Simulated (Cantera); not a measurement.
What does this Cantera script print?

```python
import numpy as np
import cantera as ct

gas_names = """
    Cu CuF CuF2 Cu2 F F2 H HF H2 H2F2 H3F3 H4F4 H5F5 H6F6 H7F7
""".split()
cond_names = """
    Cu(cr) Cu(L) CuF2(s) CuF2(L)
""".split()


def load(file, names, dense=False):
    # The tables refer to 1 bar. Condensed volumes are neglected.
    table = {s.name: s for s in ct.Species.list_from_file(file)}
    out = []
    for n in names:
        d = dict(table[n].input_data)
        d["thermo"] = dict(d["thermo"], **{"reference-pressure": 1e5})
        if dense:
            d["equation-of-state"] = {"model": "constant-volume", "density": "1e6 g/cm^3"}
        out.append(ct.Species.from_dict(d))
    return out


gas = ct.Solution(thermo="ideal-gas", species=load("nasa_gas.yaml", gas_names))
cond = {s.name: ct.Solution(thermo="fixed-stoichiometry", species=[s], name=s.name)
        for s in load("nasa_condensed.yaml", cond_names, dense=True)}
atoms = {
    'Cu': {'Cu': 1},
    'F2': {'F': 2},
    'H2': {'H': 2},
}
top_T = {}  # K; cautious upper limits of use, not melting points


def equilibrate(T, P, feed):
    n = {}
    for name, mol in feed.items():
        for a, k in atoms[name].items():
            n[a] = n.get(a, 0.0) + k * mol
    gas.TPX = T, P, n
    mass = sum(n.values()) * gas.mean_molecular_weight
    gas.equilibrate("TP")
    valid = [c for c in cond.values() if c.min_temp <= T <= top_T.get(c.name, c.max_temp)]
    mix = ct.Mixture([(gas, mass / gas.mean_molecular_weight)] + [(c, 0.0) for c in valid])
    mix.T, mix.P = T, P
    mix.equilibrate("TP", solver="vcs", rtol=1e-11, max_steps=5000)
    return mix


results = []
feed = {'Cu': 1, 'F2': 2.6, 'H2': 23}  # mol
P = 13332.2  # Pa
for T in [550, 625, 700, 775, 850, 925, 1000, 1075, 1150, 1225, 1300, 1375]:
    mix = equilibrate(T, P, feed)
    results.append((T, P, feed, dict(zip(mix.species_names, mix.species_moles))))

top = {s: max(r[3][s] / sum(r[3][g] for g in gas_names) for r in results) for s in gas_names}
cols = sorted((s for s in top if top[s] > 0.001), key=lambda s: -top[s])[:7]
seen = [c for c in cond_names if any(r[3].get(c, 0) > 1e-12 for r in results)]
print("log10 of partial pressures in bar; condensed amounts in mol")
print(f"{'T/K':>10s}" + "".join(f"{s[:9]:>10s}" for s in cols + seen))
for T, P, feed, n in results:
    ng = sum(n[g] for g in gas_names)
    print(f"{T:10.4g}" + "".join(f"{np.log10(max(n[s] / ng * P / 1e5, 1e-99)):10.3f}" for s in cols)
          + "".join(f"{n.get(c, 0):10.4g}" for c in seen))
```

It prints:

```
log10 of partial pressures in bar; condensed amounts in mol
       T/K        H2        HF    Cu(cr)     Cu(L)
       550    -0.974    -1.567         1         0
       625    -0.974    -1.567         1         0
       700    -0.974    -1.567         1         0
       775    -0.974    -1.567         1         0
       850    -0.974    -1.567         1         0
       925    -0.974    -1.567         1         0
      1000    -0.974    -1.567         1         0
      1075    -0.974    -1.567         1         0
      1150    -0.974    -1.567         1         0
      1225    -0.974    -1.567         1         0
      1300    -0.974    -1.567         1         0
      1375    -0.974    -1.567         0    0.9998
```

Cantera equilibrium calculation (NASA polynomials, part measured and part estimated; ideal gas, pure solids and liquids).
